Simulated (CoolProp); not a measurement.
Properties of decamethylcyclopentasiloxane (D5) along the isobar 101 kPa (Tc = 618.3 K, pc = 1078 kPa, ω = 0.631).

Computed with CoolProp (reference Helmholtz-energy equation of state, Thol 2019).

```
T (K)   phase           Z  cv (kJ/(kg K))  isothermal compressibility (1/MPa)  fugacity coefficient
-----  ------  ----------  --------------  ----------------------------------  --------------------
236.8  liquid     0.01863           1.379                          (withheld)            (withheld)
247.4  liquid     0.01804           1.386                           0.0009913              6.491e-7
258    liquid     0.01751           1.395                            0.001072            (withheld)
268.7  liquid     0.01701           1.406                            0.001161              1.003e-5
279.3  liquid     0.01656           1.417                            0.001258              3.206e-5
289.9  liquid     0.01614           1.430                            0.001363              9.171e-5
300.5  liquid     0.01576           1.444                            0.001479             0.0002379
311.1  liquid     0.01540           1.459                            0.001606             0.0005663
321.7  liquid     0.01508           1.475                            0.001746              0.001249
332.3  liquid     0.01477           1.492                            0.001901            (withheld)
342.9  liquid  (withheld)           1.510                            0.002073              0.004991
353.5  liquid     0.01424           1.527                            0.002265              0.009167
364.1  liquid     0.01400           1.546                            0.002480               0.01603
```

Q: Fill in the missing entries.

A: 
- 236.8, isothermal compressibility (1/MPa): 0.0009168
- 236.8, fugacity coefficient: 1.304e-7
- 258, fugacity coefficient: 2.729e-6
- 332.3, fugacity coefficient: 0.002574
- 342.9, Z: 0.01450
